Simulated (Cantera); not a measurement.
Input: 1 mol SiH₂Cl₂, 190 mol H₂, held at 752 °C and 1.33 mbar.

Cantera equilibrium calculation (NASA polynomials, part measured and part estimated; ideal gas, pure solids and liquids). Candidate condensed phases: Si; 19 gas species. The tables' values for SiCl₃ are old estimates; treat these amounts as uncertain. The numbers say what is thermodynamically allowed, not how fast it happens.

Base state: H₂ 0.990, HCl 0.00985, SiCl₂ 0.000175, SiCl₄ 2.61e-5, SiHCl₃ 2.26e-5, SiCl₃ 1.48e-5 (mole fractions); condensed: Si(s).

What changes in the equilibrium state with this change: H₂ from 190 to 4.1 mol?


| species | before | after |
|---|---|---|
| H₂ | 0.990 | 0.858 |
| HCl | 0.00985 | 0.0631 |
| SiCl₄ | 2.61e-5 | 0.0588 |
| SiCl₃ | 1.48e-5 | 0.00483 |
| SiHCl₃ | 2.26e-5 | 0.00687 |
| SiCl₂ | 0.000175 | 0.00829 |
| SiH₂Cl₂ | 2.16e-6 | 8.90e-5 |
| Si(s), mol | 0.954 | 0.550 |
